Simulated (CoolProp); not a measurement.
Cyclohexane along the isotherm 403.2 K: density (kg/m³) from the reference equation and from simpler models built on Tc = 553.6 K, pc = 4081 kPa, ω = 0.209; each cubic takes its own stable root.

The numbers come from the reference Helmholtz-energy equation of state, Zhou 2014 in CoolProp.

```csv
p (kPa),phase,reference,Redlich-Kwong,Soave-Redlich-Kwong,Peng-Robinson
612,liquid,667.4,598.7,619.6,___
1220,liquid,668.7,601.4,621.7,704.1
1840,liquid,670.0,604.0,___,706.2
2450,liquid,671.2,606.5,625.8,708.1
3060,liquid,672.4,___,627.7,710.0
3670,liquid,673.6,611.2,629.6,711.9
4280,liquid,674.7,613.5,631.5,713.7
4900,liquid,675.9,___,___,715.5
5510,liquid,677.0,617.9,635.0,___
6120,liquid,___,620.0,636.7,719.0
```

Problem. Complete the blanks.

Solution. 
- 612, Peng-Robinson: 702.0
- 1840, Soave-Redlich-Kwong: 623.8
- 3060, Redlich-Kwong: 608.9
- 4900, Redlich-Kwong: 615.7
- 4900, Soave-Redlich-Kwong: 633.3
- 5510, Peng-Robinson: 717.3
- 6120, reference: 678.1
